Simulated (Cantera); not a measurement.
A closed system holds: 1 mol CH₃SiH₃, 0.07 mol C₂H₄, 300 mol H₂, equilibrated at 1923.15 K and 0.100 bar.

Equilibrium computed with Cantera from the NASA thermochemical tables; the gas is ideal and each condensed phase is pure. Candidate condensed phases: C, C₆H₆, C₇H₈, C₈H₁₈, Si, SiC; 87 gas species. The feed counts by its element totals alone. The numbers say what is thermodynamically allowed, not how fast it happens.

Base state: H₂ 0.997, H 0.00298, C₂H₂ (acetylene) 0.000219, CH₄ 3.64e-5 (mole fractions); condensed: SiC(s).

**Question.** What changes in the equilibrium state with this change: CH₃SiH₃ replaced by SiCl₄?

**Answer.** 
```
species             before     after
----------------  --------  --------
H₂                   0.997     0.984
HCl                      0    0.0123
H                  0.00298   0.00296
SiCl₂                    0  0.000407
SiCl                     0   2.92e-5
Cl                       0   2.79e-5
C₂H₂ (acetylene)  0.000219   7.40e-7
CH₄                3.64e-5   2.07e-6
Si                 9.94e-6  0.000170
SiC(s), mol          0.995     0.138
Si(l), mol               0     0.642
```
Mutual solubility and eutectic melting of coexisting phases are not modelled. The tables' values for SiCl are old estimates; treat these amounts as uncertain. Gases not in the tables: Si₂H₆ and higher silanes.
